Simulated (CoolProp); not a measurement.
The numbers come from the reference Helmholtz-energy equation of state, Gao 2016 in CoolProp.

**Question.** For sulfur dioxide, give the phase and the Z, fugacity coefficient at 325.1 K and 0.491 MPa; 358.3 K and 0.491 MPa; 374.9 K and 0.491 MPa.

**Answer.** 
- 325.1 K and 0.491 MPa: gas; Z 0.938, fugacity coefficient 0.942
- 358.3 K and 0.491 MPa: gas; Z 0.957, fugacity coefficient 0.959
- 374.9 K and 0.491 MPa: gas; Z 0.964, fugacity coefficient 0.965
